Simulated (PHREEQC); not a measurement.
# Alkaline etch or developer (model solution)

A solution holds 130 mmol/kgw NaOH and 0.076 mmol/kgw K2SiO3, at 25 °C. Closed to the air; pH follows from the charge balance.

The numbers come from PHREEQC with the ion-association model, wateq4f.dat.

```
Property                  Value
----------------  -------------
pH                        12.98
ionic strength    0.130 mol/kgw
total alkalinity     130 meq/kg
```

```csv
species,molality,activity,log γ
OH-,0.130,0.0964,-0.130
Na+,0.130,0.0997,-0.115
K+,0.000152,0.000113,-0.128
H2SiO4-2,4.42e-5,1.57e-5,-0.449
H3SiO4-,3.18e-5,2.39e-5,-0.125
H4SiO4,1.62e-8,1.68e-8,0.013
```

This is a speciation only: nothing precipitates in the calculation.
